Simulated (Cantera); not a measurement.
**Pyrogenic steam for wet oxidation**

A perfectly stirred reactor is fed with H₂ : O₂ : N₂ = 0.3 : 4.4 : 15 (molar parts), equivalence ratio 0.034, at 20000 Pa; it is held at 975 K, and followed from long to short residence time.

Model: GRI-Mech 3.0 (53 species, 325 reactions), integrated in Cantera.

```tsv
τ (s)	x H₂	x O₂	x O	x N₂O	x H₂O
5.3	8.85e-5	0.217	8.80e-6	1.08e-7	0.0153
1.6	0.000177	0.217	1.85e-5	7.97e-8	0.0152
0.48	0.000343	0.217	3.72e-5	5.40e-8	0.0150
0.15	0.000630	0.218	7.08e-5	3.48e-8	0.0147
0.044	0.00117	0.218	0.000135	2.06e-8	0.0141
0.013	0.00212	0.218	0.000249	1.16e-8	0.0131
0.0041	0.00364	0.218	0.000422	6.28e-9	0.0115
0.0012	0.00634	0.219	0.000656	2.89e-9	0.00855
```
x: mole fraction; the columns are a selection and need not sum to one.
